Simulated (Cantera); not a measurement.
# N2O furnace oxynitridation

An isothermal, constant-pressure homogeneous reactor starts with 52.9 % N2O, 47.1 % N2, at 1200 K and 0.290 bar.

Detailed kinetics in Cantera: GRI-Mech 3.0 (53 species, 325 reactions). GRI-Mech 3.0 was tuned for natural gas; its chemistry of N2O as a main component is partial and can be far from experiment. The mechanism lacks the step 2 NO + O2 → 2 NO2, which can matter for NO2 below about 1400 K. The temperature is held fixed by assumption; the heat of reaction is taken as removed at once.

```csv
t (s),x N2O,x N2,x NO2,x O2,x O
5.00e-6,0.529,0.471,<1e-12,1.29e-8,2.18e-7
2.06e-5,0.529,0.471,<1e-12,1.93e-7,7.43e-7
8.48e-5,0.529,0.471,<1e-12,2.10e-6,1.60e-6
0.000349,0.529,0.471,3.45e-11,1.29e-5,1.80e-6
0.00144,0.529,0.471,6.94e-10,5.83e-5,1.80e-6
0.00592,0.528,0.471,1.19e-8,0.000245,1.80e-6
0.0244,0.526,0.473,1.77e-7,0.00101,1.80e-6
0.100,0.517,0.477,1.89e-6,0.00412,1.80e-6
0.413,0.483,0.497,1.10e-5,0.0162,1.78e-6
1.70,0.369,0.561,4.18e-5,0.0568,1.70e-6
7.00,0.141,0.690,0.000101,0.138,1.33e-6
```
x: mole fraction; the columns are a selection and need not sum to one.

Equilibrium at this temperature and pressure: N2O 7.43e-9, N2 0.791, NO2 1.78e-6, O2 0.209, O 2.14e-8 (gas phase only).
